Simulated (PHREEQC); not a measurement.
Solution (28 °C): 0.25 mol/kgw CuSO4, 0.00074 mol/kgw HBF4 and 0.019 mol/kgw NaCl. Closed to the air; pH follows from the charge balance.

All values are PHREEQC results (ion-association model, wateq4f.dat), not measurements.

Each row changes one thing in this solution. This is a speciation only: nothing precipitates in the calculation.

```
case                                    pH  ionic strength (mol/kgw)  CuSO4 (mol/kgw)  Cu+2 (mol/kgw)  SO4-2 (mol/kgw)  Cl- (mol/kgw)  SI of Chalcanthite (CuSO4:5H2O)  SI of Antlerite (Cu3(OH)4SO4)
------------------------------------  ----  ------------------------  ---------------  --------------  ---------------  -------------  -------------------------------  -----------------------------
as made                               3.35                     0.487            0.130           0.117            0.116         0.0174                            -0.54                          -1.13
HBF4 from 0.00074 to 7.4e-05 mol/kgw   ___                     0.487            0.131           0.117            0.117         0.0174                            -0.54                          +2.07
NaCl from 0.019 to 0.0038 mol/kgw     3.35                     0.469            0.133           0.116            0.115        0.00348                            -0.53                          -1.12
HBF4 from 0.00074 to 0.00037 mol/kgw  3.59                     0.487            0.131           0.117            0.116         0.0174                            -0.54                          -0.15
CuSO4 from 0.25 to 0.225 mol/kgw      3.33                     0.446            0.116           0.107            0.105         0.0175                            -0.59                          -1.30
diluted 10-fold with water            3.89                    0.0639          0.00944          0.0155           0.0154        0.00186                            -1.71                          -1.37
0.0032 mol/kgw NaOH added             4.54                     0.490            0.130           0.117            0.117         0.0174                            -0.54                            ___
temperature from 28 to 30 °C          3.36                     0.486            0.131           0.117            0.116         0.0173                            -0.55                          -1.10
NaCl from 0.019 to 0.0171 mol/kgw     3.35                     0.485            0.131           0.117            0.116         0.0157                            -0.54                          -1.13
```

Task: What belongs in the gaps?

Result: 
- HBF4 from 0.00074 to 7.4e-05 mol/kgw, pH: 4.15
- 0.0032 mol/kgw NaOH added, SI of Antlerite (Cu3(OH)4SO4): +3.65

Complexes and solids missing from the database can't appear. Some of these states are supersaturated (in Antlerite, Brochantite, for instance). Real BF4- forms and hydrolyses slowly; the run takes it at equilibrium.
